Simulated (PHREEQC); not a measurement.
Synthetic water in mg/kgw, 55 °C, pH 5.62, pe 8.6: Na 7.85; K 0.272; Ca 4.25; Mg 2.3; Cl 4.04; S(6) as SO4 10.9; Alkalinity as HCO3 24.3; Pb 0.312; Zn 0.248.

Na is adjusted to close the charge balance.
Valence states are taken as typed.

Computed with PHREEQC (ion-association model, wateq4f.dat).

```
Property                 Result
--------------  ---------------
ionic strength  0.00103 mol/kgw
```

```tsv
species	molality	activity	log γ
CO2	0.00178	0.00178	0.000
HCO3-	0.000399	0.000384	-0.016
Na+	0.000320	0.000308	-0.017
Cl-	0.000114	0.000110	-0.017
SO4-2	0.000108	9.24e-5	-0.066
Ca+2	0.000103	8.88e-5	-0.066
Mg+2	9.07e-5	7.80e-5	-0.065
K+	6.95e-6	6.69e-6	-0.017
Zn+2	3.54e-6	3.04e-6	-0.065
MgSO4	3.41e-6	3.41e-6	0.000
H+	2.49e-6	2.40e-6	-0.016
CaSO4	2.11e-6	2.11e-6	0.000
Pb+2	1.01e-6	8.63e-7	-0.067
CaHCO3+	5.86e-7	5.64e-7	-0.016
MgHCO3+	4.52e-7	4.35e-7	-0.017
PbHCO3+	2.73e-7	2.63e-7	-0.017
```

Precipitation was switched off in this run. At this temperature some constants are extrapolated from 25 °C, and those without enthalpy data are left unchanged.
